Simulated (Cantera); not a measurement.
# Pyrogenic steam for wet oxidation

An isothermal, constant-pressure homogeneous reactor starts with 38.8 % H2, 32.4 % O2, 28.8 % N2, at 1098 K and 608 Torr.

Computed with Cantera and GRI-Mech 3.0 (53 species, 325 reactions). The temperature is held fixed by assumption; the heat of reaction is taken as removed at once.

```tsv
t (s)	x H2	x O2	x NO	x H2O	x H
0.000200	0.0315	0.174	7.54e-7	0.443	3.84e-5
0.000538	0.0292	0.173	5.53e-7	0.446	7.85e-6
0.00145	0.0247	0.171	5.53e-7	0.451	7.60e-6
0.00390	0.0160	0.167	4.95e-7	0.462	4.42e-6
0.0105	0.00660	0.163	3.66e-7	0.474	1.34e-6
0.0283	0.00166	0.161	1.98e-7	0.480	1.78e-7
0.0761	0.000353	0.161	9.52e-8	0.481	1.55e-8
0.205	6.62e-5	0.161	7.56e-8	0.482	1.47e-9
0.552	5.70e-6	0.161	1.80e-7	0.482	1.02e-10
1.49	7.36e-9	0.161	7.20e-7	0.482	1.62e-12
4.00	1.69e-9	0.161	8.35e-7	0.482	1.13e-12
```
x: mole fraction; the columns are a selection and need not sum to one.

Equilibrium at this temperature and pressure: H2 1.69e-9, O2 0.161, NO 4.94e-5, H2O 0.482, H 1.14e-12 (gas phase only).
